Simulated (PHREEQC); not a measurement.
A solution holds 0.029 mol NaHCO3 and 0.01 mol (CH3)4NF per kg of water, at 20 °C. Closed to the air; pH follows from the charge balance.

Computed with PHREEQC (ion-association model, phreeqc.dat).

Each row changes one thing in this solution. No solid was allowed to form.

```
case                                  pH  ionic strength (mol/kgw)
----------------------------------  ----  ------------------------
as made                             8.19                    0.0388
NaHCO3 from 0.029 to 0.058 mol/kgw  8.13                    0.0670
NaHCO3 left out                     7.63                    0.0100
(CH3)4NF left out                   8.20                    0.0289
0.002 mol/kgw HBr added             7.42                    0.0386
0.00053 mol/kgw KOH added           8.48                    0.0396
diluted 5-fold with water           8.28                   0.00783
```

(CH3)4N+ isn't in the database: it is added as a free cation with an ion size of 4 Å.
